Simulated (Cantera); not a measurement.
Cantera run, input and output.

```python
import numpy as np
import cantera as ct

gas = ct.Solution("gri30.yaml")


def delay(T, t_max=10):
    gas.TPX = T, 930000, {'C2H4': 1, 'O2': 2, 'N2': 7.52, 'CO2': 0.3}
    reactor = ct.IdealGasConstPressureReactor(gas, clone=False)
    net = ct.ReactorNet([reactor])
    net.rtol, net.atol = 1e-8, 1e-16
    while net.time < t_max:
        t_old, T_old = net.time, reactor.T
        net.step()
        if reactor.T > T + 400:  # ignition: a rise of 400 K
            return t_old + (T + 400 - T_old) / (reactor.T - T_old) * (net.time - t_old)
    return np.nan


taus = []
for T in [1025, 1100, 1175, 1250, 1325, 1400]:
    taus.append(delay(T))
    print(f"T0 = {T:6g} K   tau = {taus[-1]:.4e} s")
```

It prints:

```
T0 =   1025 K   tau = 5.3348e-02 s
T0 =   1100 K   tau = 1.1136e-02 s
T0 =   1175 K   tau = 1.8342e-03 s
T0 =   1250 K   tau = 2.8590e-04 s
T0 =   1325 K   tau = 5.7321e-05 s
T0 =   1400 K   tau = 1.5493e-05 s
```

Detailed kinetics in Cantera: GRI-Mech 3.0 (53 species, 325 reactions). GRI-Mech 3.0 was tuned for natural gas; its chemistry of ethylene as a main component is partial and can be far from experiment.
